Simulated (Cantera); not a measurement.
A Cantera script and what it prints.

```python
import numpy as np
import cantera as ct

gas_names = [...]  # 151 gases of nasa_gas.yaml made of C, H, N, O, Si
cond_names = """
    C(gr) C6H6(L) C7H8(L) C8H18(L),n-octa H2O(s) H2O(L) Si(cr) Si(L) SiC(b) SiO2(Lqz) SiO2(hqz) SiO2(L)
    Si2N2O(s) Si3N4(a)
""".split()


# ... load() reads the species with a 1 bar reference pressure and builds the phases ...
atoms = {
    'Si2H6': {'Si': 2, 'H': 6},
    'NO': {'N': 1, 'O': 1},
    'N2': {'N': 2},
    'CO2': {'C': 1, 'O': 2},
}
top_T = {'C(gr)': 4500, 'SiC(b)': 3050, 'Si2N2O(s)': 2100, 'Si3N4(a)': 2400}  # K; cautious upper limits of use, not melting points


# ... equilibrate(T, P, feed) seeds the gas with the atoms and calls Mixture.equilibrate('TP', solver="vcs", rtol=1e-11, max_steps=5000) ...
results = []
feed = {'Si2H6': 1, 'NO': 0.7, 'N2': 75, 'CO2': 0.75}  # mol
T = 1448  # K
P = 100000  # Pa
mix = equilibrate(T, P, feed)
results.append((T, P, feed, dict(zip(mix.species_names, mix.species_moles))))
print(gas.report(threshold=1e-06))
for i in range(1, mix.n_phases):
    print(f"{mix.phase(i).name:16s} {mix.phase_moles(i):12.5e} mol")
```

It prints:

```
       temperature   1448 K
          pressure   1e+05 Pa
           density   0.22441 kg/m^3
  mean mol. weight   27.018 kg/kmol
   phase of matter   gas

                          1 kg             1 kmol
                     ---------------   ---------------
          enthalpy        1.3114e+06        3.5432e+07  J
   internal energy        8.6581e+05        2.3392e+07  J
           entropy            8886.3        2.4009e+05  J/K
    Gibbs function       -1.1556e+07       -3.1221e+08  J
 heat capacity c_p            1277.1             34505  J/K
 heat capacity c_v            969.38             26190  J/K

                      mass frac. Y      mole frac. X     chem. pot. / RT
                     ---------------   ---------------   ---------------
                CO         0.0099286         0.0095768           -40.484
               CO2        4.4485e-06         2.731e-06           -75.516
                 H        6.7307e-08        1.8041e-06           -10.881
               HCN        4.9581e-06        4.9566e-06            -29.31
                H2         0.0028585          0.038309           -21.763
               H2O        1.7266e-05        2.5894e-05           -56.795
                N2           0.98718           0.95208           -25.953
     [ +144 minor]        1.3816e-06        1.3131e-06

C(gr)             0.00000e+00 mol
Si(cr)            0.00000e+00 mol
SiC(b)            0.00000e+00 mol
SiO2(hqz)         2.98764e-01 mol
Si2N2O(s)         8.50597e-01 mol
Si3N4(a)          0.00000e+00 mol
```

These are equilibrium values from Cantera (NASA tables, ideal gas, pure condensed phases), not measurements of a reactor. The feed counts by its element totals alone. Mutual solubility and eutectic melting of coexisting phases are not modelled. The tables hold silica as quartz up to 1696 K and as liquid above; real silica turns to tridymite and cristobalite and melts near 1996 K.
